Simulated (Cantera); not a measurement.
Input: 1 mol HI, 0.055 mol H₂, held at 1800 K and 0.100 bar.

Method: chemical equilibrium by Gibbs-energy minimisation in Cantera with the NASA 1993 tables (ideal gas, pure condensed phases). Candidate condensed phases: I₂; 5 gas species. Rates play no part.

Base state: I 0.566, H₂ 0.323, HI 0.108, I₂ 0.00264, H 0.000643 (mole fractions); condensed: gas only.

What changes in the equilibrium state with this change: H₂ from 0.055 to 6.5 mol?


| species | before | after |
|---|---|---|
| H₂ | 0.323 | 0.872 |
| I | 0.566 | 0.0964 |
| HI | 0.108 | 0.0303 |
| I₂ | 0.00264 | 7.66e-5 |
| H | 0.000643 | 0.00106 |
